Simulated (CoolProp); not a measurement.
Vapour-liquid equilibrium of propane (1) + isobutene (2) at -19.05 °C; x and y are mole fractions of (1).

Model: multi-fluid Helmholtz-energy mixture model, Lemmon 2009 and Lemmon 2005; pair parameters Bell 2016, in CoolProp.

```tsv
x	bubble pressure (MPa)	y at the bubble point	dew pressure at overall composition x (MPa)	liquid density (mol/L)
0.05	0.07559	0.219	0.06436	11.45
0.2	0.1091	0.528	0.07415	11.60
0.35	0.1364	0.678	0.08718	11.76
0.5	0.1618	0.781	0.1051	11.93
0.65	0.1877	0.862	0.1305	12.11
0.8	0.2148	0.929	0.1675	12.30
0.95	0.2433	0.984	0.2247	12.49
```

No azeotrope shows between x = 0.05 and 0.95.

Pair parameters are fitted to limited data, so mixtures are less certain than the pure fluids.
